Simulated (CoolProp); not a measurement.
Saturated liquid density (kg/m³) of carbon dioxide: the reference equation beside estimates from Tc = 304.1 K, pc = 7377 kPa, ω = 0.224.

Computed with CoolProp (reference Helmholtz-energy equation of state, Span 1996).

```
T (K)  reference  van der Waals  Peng-Robinson
-----  ---------  -------------  -------------
238         1097          675.4           1134
240.7       1086          668.5           1120
243.5       1074          661.2           1106
246.3       1062          653.8           1090
249         1050          646.4           1075
251.8       1038          638.5           1059
254.6       1025          630.4           1042
257.3       1012          622.4           1025
260.1      998.4          613.8           1007
262.9      984.2          605.0          988.1
265.6      970.1          596.1          969.1
268.4      954.8          586.6          948.5
271.1      939.5          577.1          927.7
```

Absolute difference from the reference over all 13 rows, mean and median: van der Waals 38.5 and 38.5 %, Peng-Robinson 1.7 and 1.7 %.
